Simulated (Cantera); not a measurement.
# Ignition delay

Mixture: CH4 : O2 : N2 = 1 : 4.88 : 18.3 (molar parts), at 10.0 bar, adiabatic and at constant pressure. Ignition delay is the time to a rise of 400 K.

Model: GRI-Mech 3.0 (53 species, 325 reactions), integrated in Cantera.

```
T0 (K)  delay (ms)
------  ----------
1000          68.8
1100          13.1
1200          3.32
1300          1.02
1400         0.355
1500         0.139
1600        0.0602
1700        0.0287
```

| Quantity | Value |
|---|---|
| apparent activation energy between 1500 and 1700 K | 170 kJ/mol |
